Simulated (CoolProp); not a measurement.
A simple Rankine cycle with n-octane: condensing at 331.15 K, boiler at 0.462 MPa, turbine inlet 613.9 K, turbine efficiency 0.85, pump efficiency 0.8, no recuperator. Each further row changes one setting.

The numbers come from the reference Helmholtz-energy equation of state, Beckmüller 2019 in CoolProp.

```json
[
 {"case": "as stated", "thermal efficiency (%)": "13.5", "net work (kJ/kg)": "137", "heat in (kJ/kg)": "1010", "turbine exit temperature (K)": "562.2", "volume ratio over the turbine": "46.3"},
 {"case": "condensing temperature 323.15 K", "thermal efficiency (%)": "14.5", "net work (kJ/kg)": "149", "heat in (kJ/kg)": "1030", "turbine exit temperature (K)": "557.7", "volume ratio over the turbine": "65.9"},
 {"case": "boiler pressure 0.323 MPa", "thermal efficiency (%)": "12.4", "net work (kJ/kg)": "125", "heat in (kJ/kg)": "1010", "turbine exit temperature (K)": "567.4", "volume ratio over the turbine": "32.2"},
 {"case": "turbine efficiency 0.75", "thermal efficiency (%)": "11.9", "net work (kJ/kg)": "121", "heat in (kJ/kg)": "1010", "turbine exit temperature (K)": "568.1", "volume ratio over the turbine": "46.8"}
]
```
